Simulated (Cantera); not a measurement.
An adiabatic, constant-pressure homogeneous reactor starts with CO : H2 : O2 : N2 : CO2 = 1 : 0.089 : 1.7 : 6.4 : 0.34 (molar parts), equivalence ratio 0.32, at 1823 K and 9.87 atm.

Computed with Cantera and GRI-Mech 3.0 (53 species, 325 reactions). The hydrogen kinetics of GRI-Mech 3.0 are dated; newer H2 mechanisms differ, most at raised pressure.

Q: Predict: time of steepest temperature rise; temperature at 2.00 s; equilibrium temperature; x(CO) at 2.00 s; x(H2) at 2.00 s; x(O2) at 2.00 s; x(O) at 2.00 s; x(CO2) at 2.00 s.

A: 
| Property | Result |
|---|---|
| time of steepest temperature rise | 2.72 µs |
| temperature at 2.00 s | 2548 K |
| equilibrium temperature | 2548 K |
| x(CO) at 2.00 s | 0.00616 (gas-phase equilibrium 0.00616) |
| x(H2) at 2.00 s | 5.86e-5 (gas-phase equilibrium 5.86e-5) |
| x(O2) at 2.00 s | 0.121 (gas-phase equilibrium 0.121) |
| x(O) at 2.00 s | 0.00202 (gas-phase equilibrium 0.00202) |
| x(CO2) at 2.00 s | 0.142 (gas-phase equilibrium 0.142) |
